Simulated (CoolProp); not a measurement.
Properties of n-perfluoropentane at several states.

Values from CoolProp's reference Helmholtz-energy equation of state, Gao 2022.

```json
[
 {"T (K)": "222", "p (MPa)": "6.2", "phase": "liquid", "density (kg/m³)": "1850", "cv (kJ/(kg K))": "0.7095", "speed of sound (m/s)": "699.9", "Joule-Thomson coefficient (K/MPa)": "-0.4036", "expansivity (1/kK)": "1.483"},
 {"T (K)": "217.5", "p (MPa)": "0.0167", "phase": "liquid", "density (kg/m³)": "1846", "cv (kJ/(kg K))": "0.7011", "speed of sound (m/s)": "?", "Joule-Thomson coefficient (K/MPa)": "-0.4023", "expansivity (1/kK)": "1.545"},
 {"T (K)": "375.7", "p (MPa)": "3.08", "phase": "liquid", "density (kg/m³)": "1332", "cv (kJ/(kg K))": "0.9266", "speed of sound (m/s)": "269.7", "Joule-Thomson coefficient (K/MPa)": "?", "expansivity (1/kK)": "3.532"},
 {"T (K)": "212.6", "p (MPa)": "0.0363", "phase": "liquid", "density (kg/m³)": "?", "cv (kJ/(kg K))": "0.6933", "speed of sound (m/s)": "700.0", "Joule-Thomson coefficient (K/MPa)": "-0.4092", "expansivity (1/kK)": "1.534"}
]
```

Question: Some entries are withheld; supply them.

Answer: 
- 217.5, speed of sound (m/s): 687.8
- 375.7, Joule-Thomson coefficient (K/MPa): 0.2059
- 212.6, density (kg/m³): 1860
